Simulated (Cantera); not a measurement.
# PbO + C + H2 + CO (carbothermic reduction)

Feed: 1 mol PbO, 1.6 mol C, 5.9 mol H2, 3.1 mol CO, held at 10.0 Torr.

Equilibrium computed with Cantera from the NASA thermochemical tables; the gas is ideal and each condensed phase is pure. Candidate condensed phases: C, C6H6, C7H8, C8H18, H2O, Pb, PbO, PbO2, Pb3O4; 113 gas species. The numbers say what is thermodynamically allowed, not how fast it happens.

```csv
T (K),x H2,x CO,x Pb,x CO2,x H2O,x CH4,x H,n C(graphite),n Pb(l)
850,0.598,0.345,2.39e-5,0.0342,0.0194,0.00297,1.37e-10,1.08,1.000
950,0.590,0.403,0.000377,0.00362,0.00296,0.000777,3.70e-9,0.658,0.996
1050,0.588,0.408,0.00349,0.000473,0.000580,0.000264,5.38e-8,0.608,0.965
1150,0.577,0.401,0.0217,8.45e-5,0.000145,0.000104,4.91e-7,0.601,0.778
1250,0.536,0.373,0.0909,1.78e-5,4.01e-5,4.22e-5,3.07e-6,0.600,0
1350,0.536,0.373,0.0909,5.40e-6,1.53e-5,2.21e-5,1.51e-5,0.600,0
1450,0.536,0.373,0.0909,1.94e-6,6.65e-6,1.27e-5,6.00e-5,0.600,0
```
x: gas mole fraction; n: condensed amount in mol.

From 850 K to 1150 K the condensed part is C(graphite) + Pb(l). From 1250 K to 1450 K the condensed part is C(graphite). The main Pb-bearing gas is Pb throughout.
